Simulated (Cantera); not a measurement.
Input: 1 mol CH₃SiCl₃, 0.11 mol C₂H₂, 42 mol H₂, at 0.160 bar.

Cantera equilibrium calculation (NASA polynomials, part measured and part estimated; ideal gas, pure solids and liquids). Candidate condensed phases: C, C₆H₆, C₇H₈, C₈H₁₈, Si, SiC; 109 gas species. The feed counts by its element totals alone. The tables' values for SiCl₃ are old estimates; treat these amounts as uncertain. The numbers say what is thermodynamically allowed, not how fast it happens.

Q: At 1077 °C, list the 5 most abundant gas species with their mole fractions, and the condensed phases.

A: H₂ 0.933, HCl 0.0664, CH₄ 0.000802, SiCl₂ 5.05e-5, SiCl₄ 1.02e-5. Condensed: C(graphite) + SiC(s).
